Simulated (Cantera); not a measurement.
# Boron, boron nitride and boron oxide: borazine + O₂

Feed: 1 mol borazine, 0.066 mol O₂.

Equilibrium computed with Cantera from the NASA thermochemical tables; the gas is ideal and each condensed phase is pure. Candidate condensed phases: B, BN, B₂O₃, B₃O₃H₃, H₂O; 39 gas species. The feed counts by its element totals alone. Mutual solubility and eutectic melting of coexisting phases are not modelled. Rates play no part.

Stable condensed phases:

```
T in K \ P in Pa
             10     37    140    520   1900   7200  27000 100000
   2023       A      A      B      B      C      C      C      C
   1923       A      B      B      C      C      C      C      C
   1823       B      C      C      C      C      C      C      C
   1723       C      C      C      C      C      C      C      D
   1623       C      C      C      C      C      D      D      D
   1523       C      C      C      C      D      D      D      D
   1423       C      C      D      D      D      D      D      D
   1323       D      D      D      D      D      D      D      D
   1223       D      D      D      D      D      D      D      D
   1123       D      D      D      D      D      D      D      D
   1023       D      D      D      D      D      D      D      D
    923       D      D      D      D      D      D      D      D
    823       D      D      D      D      D      D      D      D
```

A: B; B: B + BN; C: BN; D: BN + B₂O₃.
